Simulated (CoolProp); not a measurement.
Acetone along the isobar 6.01 MPa: density (kg/m³) from the reference equation and from simpler models built on Tc = 508.1 K, pc = 4.692 MPa, ω = 0.307; each cubic takes its own stable root.

Model: reference Helmholtz-energy equation of state, Lemmon 2006, in CoolProp. It is a short technical equation, of lower accuracy than the large ones.

```json
[
 {"T (K)": "310.3", "phase": "liquid", "reference": "777.4", "Redlich-Kwong": "589.4", "Peng-Robinson": "686.9"},
 {"T (K)": "328.8", "phase": "liquid", "reference": "756.9", "Redlich-Kwong": "573.2", "Peng-Robinson": "670.7"},
 {"T (K)": "347.2", "phase": "liquid", "reference": "735.9", "Redlich-Kwong": "556.2", "Peng-Robinson": "653.1"},
 {"T (K)": "365.6", "phase": "liquid", "reference": "713.9", "Redlich-Kwong": "538.0", "Peng-Robinson": "633.8"},
 {"T (K)": "384.1", "phase": "liquid", "reference": "690.8", "Redlich-Kwong": "518.4", "Peng-Robinson": "612.3"},
 {"T (K)": "402.5", "phase": "liquid", "reference": "666.3", "Redlich-Kwong": "497.4", "Peng-Robinson": "588.6"},
 {"T (K)": "421", "phase": "liquid", "reference": "639.8", "Redlich-Kwong": "474.4", "Peng-Robinson": "561.7"},
 {"T (K)": "439.4", "phase": "liquid", "reference": "611.0", "Redlich-Kwong": "449.3", "Peng-Robinson": "531.3"},
 {"T (K)": "457.8", "phase": "liquid", "reference": "578.6", "Redlich-Kwong": "421.1", "Peng-Robinson": "495.9"},
 {"T (K)": "476.3", "phase": "liquid", "reference": "540.6", "Redlich-Kwong": "388.4", "Peng-Robinson": "453.2"},
 {"T (K)": "494.7", "phase": "liquid", "reference": "493.0", "Redlich-Kwong": "349.0", "Peng-Robinson": "399.1"},
 {"T (K)": "513.1", "phase": "supercritical", "reference": "419.4", "Redlich-Kwong": "295.7", "Peng-Robinson": "320.0"},
 {"T (K)": "531.6", "phase": "supercritical", "reference": "211.1", "Redlich-Kwong": "206.0", "Peng-Robinson": "189.8"},
 {"T (K)": "550", "phase": "supercritical", "reference": "143.1", "Redlich-Kwong": "144.2", "Peng-Robinson": "138.3"}
]
```
